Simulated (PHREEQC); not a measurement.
A solution holds 0.0064 mol/kgw H2S and 0.00525 mol/kgw FeCl2, at 11 °C. Closed to the air; pH follows from the charge balance.

Equilibrium calculation in PHREEQC: ion-association model, phreeqc.dat.

Problem. The ionic strength comes out as 0.0156 mol/kgw. What activity coefficients do FeCl+, H+, Fe+2, Cl-, HS- get?

Solution. FeCl+ 0.89, H+ 0.90, Fe+2 0.63, Cl- 0.88, HS- 0.88.

This is a speciation only: nothing precipitates in the calculation. Constants without temperature data keep their 25 °C values here.
